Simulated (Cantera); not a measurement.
Input: 1 mol C2H5OH, 0.15 mol O2, 24 mol N2, at 1 atm.

Equilibrium computed with Cantera from the NASA thermochemical tables; the gas is ideal and each condensed phase is pure. Candidate condensed phases: C, C6H6, C7H8, C8H18, H2O; 136 gas species. Kinetics and transport are ignored.

log p: log10 of the partial pressure in bar; n: condensed amount in mol.

```
T (K)  log p N2  log p H2  log p CO  log p H2O  log p CO2  log p CH4  log p NH3  n C(graphite)
-----  --------  --------  --------  ---------  ---------  ---------  ---------  -------------
948       -0.06     -1.00     -1.42      -2.43      -2.59      -2.76      -4.60          0.825
973       -0.06     -0.99     -1.39      -2.58      -2.78      -2.87      -4.67          0.781
998       -0.06     -0.98     -1.37        [?]        [?]        [?]        [?]          0.751
1023      -0.06     -0.98     -1.36        [?]        [?]        [?]        [?]          0.731
1048      -0.07     -0.98     -1.35      -3.05      -3.35      -3.19      -4.87          0.719
1073      -0.07     -0.98     -1.34      -3.20      -3.54      -3.29      -4.93          0.711
1098      -0.07     -0.97     -1.34      -3.35      -3.72      -3.38      -4.99          0.706
1123      -0.07     -0.97     -1.34      -3.49      -3.89      -3.48      -5.04          0.703
1148      -0.07     -0.97     -1.34      -3.63      -4.06      -3.57      -5.10          0.701
```

Q: Some entries are withheld; supply them.

A: 
- 998, log p H2O: -2.74
- 998, log p CO2: -2.97
- 998, log p CH4: -2.98
- 998, log p NH3: -4.74
- 1023, log p H2O: -2.90
- 1023, log p CO2: -3.16
- 1023, log p CH4: -3.08
- 1023, log p NH3: -4.80
